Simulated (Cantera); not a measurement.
Feed: 1 mol MgSO₄, 0.018 mol O₂, 1.2 mol H₂, equilibrated at 2025 K and 10.0 mbar.

Equilibrium computed with Cantera from the NASA thermochemical tables; the gas is ideal and each condensed phase is pure. Candidate condensed phases: H₂O, H₂SO₄, Mg, MgO, Mg(OH)₂, MgS, MgSO₄, S; 26 gas species. The numbers say what is thermodynamically allowed, not how fast it happens.

Base state: H₂O 0.487, SO₂ 0.427, H₂ 0.0506, SO 0.0237, OH 0.00436, H 0.00433, O₂ 0.00112, S 0.000434 (mole fractions); condensed: MgO(s).

What changes in the equilibrium state with this change: 0.037 mol NH₃ added?


```
species        before     after
-----------  --------  --------
H₂O             0.487     0.481
SO₂             0.427     0.407
H₂             0.0506    0.0641
N₂                  0   0.00807
SO             0.0237    0.0290
Mg           0.000225  0.000288
NO                  0   4.72e-5
S₂           0.000135  0.000330
H₂S           3.24e-5   6.42e-5
MgO(s), mol     0.999     0.999
```
